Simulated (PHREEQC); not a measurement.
0.43 g of hydrous ferric oxide (600 m²/g; 0.2 weak and 0.005 strong sites per Fe, Dzombak-Morel constants, diffuse double layer) in 1 kg of water with 0.01 mol/kgw of an inert sodium salt and 0.059 mmol/kgw MgCl2 and 2.1 mmol/kgw Na2SO4, at 25 °C; the pH is set by adding NaOH or the inert anion's acid. O2 is buffered at 0.21 atm. No CO2 enters from the air. Nothing may precipitate in this run.

Base run: PHREEQC, ion-association model, wateq4f.dat. Each further column changes one thing. The table gives S sorbed (%).

```
pH   base  no electrostatic term (-no_edl)  background salt from 0.01 to 0.001 mol/kgw  oxide from 0.43 to 2.1 g/kgw
---  ----  -------------------------------  ------------------------------------------  ----------------------------
4    21.4                              0.2                                        22.1                           [?]
4.5  20.9                              0.2                                         [?]                          90.9
5    19.6                              0.2                                        20.3                           [?]
5.5  17.0                              0.2                                        17.7                           [?]
6    13.3                              0.2                                         [?]                          57.4
6.5   9.0                              0.2                                         9.6                           [?]
7.5   2.0                              0.3                                         2.2                           [?]
8     0.5                              0.3                                         0.5                           2.0
8.5   0.1                              0.2                                         0.1                           0.3
9     0.0                              0.2                                         0.0                           0.0
9.5   0.0                              0.1                                         0.0                           0.0
10    0.0                              0.0                                         0.0                           0.0
```

Question: Fill in the missing entries.

Answer: 
- 4, oxide from 0.43 to 2.1 g/kgw: 94.2
- 4.5, background salt from 0.01 to 0.001 mol/kgw: 21.6
- 5, oxide from 0.43 to 2.1 g/kgw: 84.1
- 5.5, oxide from 0.43 to 2.1 g/kgw: 72.8
- 6, background salt from 0.01 to 0.001 mol/kgw: 13.9
- 6.5, oxide from 0.43 to 2.1 g/kgw: 39.8
- 7.5, oxide from 0.43 to 2.1 g/kgw: 9.1
